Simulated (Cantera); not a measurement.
A closed system holds: 1 mol SiO2, 0.15 mol MgO, 4.2 mol H2, at 1625 K and 0.0450 bar.

Cantera equilibrium calculation (NASA polynomials, part measured and part estimated; ideal gas, pure solids and liquids). Candidate condensed phases: H2O, Mg, MgO, Mg(OH)2, MgSiO3, Mg2SiO4, Si, SiO2; 24 gas species. Mutual solubility and eutectic melting of coexisting phases are not modelled. The tables hold silica as quartz up to 1696 K and as liquid above; real silica turns to tridymite and cristobalite and melts near 1996 K. Condensed phases not in the tables: alloys, solid solutions and most ternary compounds. Rates play no part.

Base state: H2 0.998, H2O 0.00105, SiO 0.00101, H 0.000332, Mg 3.86e-5 (mole fractions); condensed: MgSiO3(s) + SiO2(β-quartz).

### Question
What changes in the equilibrium state with this change: temperature from 1625 K to 773 K?

### Answer
```
species                before  after
-------------------  --------  -----
H2                      0.998   1.00
H2O                   0.00105  <1e-9
SiO                   0.00101  <1e-9
Mg                    3.86e-5  <1e-9
H                    0.000332  <1e-9
MgSiO3(s), mol          0.150  0.150
SiO2(β-quartz), mol     0.846      0
SiO2(α-quartz), mol         0  0.850
```
